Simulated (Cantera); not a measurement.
A perfectly stirred reactor is fed with 14.7 % CO, 0.617 % H2, 17.8 % O2, 66.9 % N2, equivalence ratio 0.43, at 1.00 bar; it is adiabatic with a 498 K inlet, and is followed from long to short residence time, starting on the burning branch (τ in s: 0.032, 0.018, 0.0099, 0.0055, 0.0031, 0.0017, 0.00094, 0.00052, 0.00029, 0.00016, 8.9e-05, 5e-05, 2.8e-05).

Model: GRI-Mech 3.0 (53 species, 325 reactions), integrated in Cantera.

x: mole fraction; the columns are a selection and need not sum to one.

```tsv
τ (s)	T (K)	x CO	x H2	x O2	x N2O	x CO2	x NO	x NO2
0.032	1712	0.00572	4.82e-5	0.111	1.30e-6	0.153	6.85e-5	[?]
0.018	1690	0.00798	6.58e-5	0.111	1.23e-6	0.150	5.20e-5	[?]
0.0099	1659	0.0112	8.92e-5	0.112	1.14e-6	0.147	3.90e-5	[?]
0.0055	1618	0.0156	0.000118	0.114	1.04e-6	0.142	2.98e-5	[?]
0.0031	1563	0.0217	0.000150	0.116	9.39e-7	0.135	2.29e-5	[?]
0.0017	1476	0.0324	0.000193	0.120	8.29e-7	0.123	1.50e-5	[?]
0.00094	498	0.147	0.00617	0.178	<1e-12	<1e-12	<1e-12	<1e-12
0.00052	498	0.147	0.00617	0.178	<1e-12	<1e-12	<1e-12	<1e-12
0.00029	498	0.147	0.00617	0.178	<1e-12	<1e-12	<1e-12	<1e-12
0.00016	498	0.147	0.00617	0.178	<1e-12	<1e-12	<1e-12	<1e-12
8.9e-5	498	0.147	0.00617	0.178	<1e-12	<1e-12	<1e-12	<1e-12
5.0e-5	498	0.147	0.00617	0.178	<1e-12	<1e-12	<1e-12	<1e-12
2.8e-5	498	0.147	0.00617	0.178	<1e-12	<1e-12	<1e-12	<1e-12
```

Question: Complete the blanks.

Answer: 
- 0.032, x NO2: 1.58e-7
- 0.018, x NO2: 1.11e-7
- 0.0099, x NO2: 7.69e-8
- 0.0055, x NO2: 5.50e-8
- 0.0031, x NO2: 4.05e-8
- 0.0017, x NO2: 2.72e-8
